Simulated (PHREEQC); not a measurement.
0.73 g of hydrous ferric oxide (600 m²/g; 0.2 weak and 0.005 strong sites per Fe, Dzombak-Morel constants, diffuse double layer) in 1 kg of water with 0.005 mol/kgw of an inert sodium salt and 1.3e-05 mol Na2HAsO4, at 25 °C; the pH is set by adding NaOH or the inert anion's acid. Oxygen alone is held at its pressure in air (log pO2 = -0.68). The system is closed to CO2. Precipitation was switched off in this run.

Computed with PHREEQC (ion-association model, wateq4f.dat).

Question: Predict surface charge σ (C/m²), surface potential ψ (mV) at pH = 3, 5, 9.67, 11.

Answer: 
| pH | surface charge σ (C/m²) | surface potential ψ (mV) |
|---|---|---|
| 3 | 0.303 | 213 |
| 5 | 0.089 | 156 |
| 9.67 | -0.022 | -88 |
| 11 | -0.082 | -148 |

The oxide is taken as insoluble; below pH 4 it would dissolve.
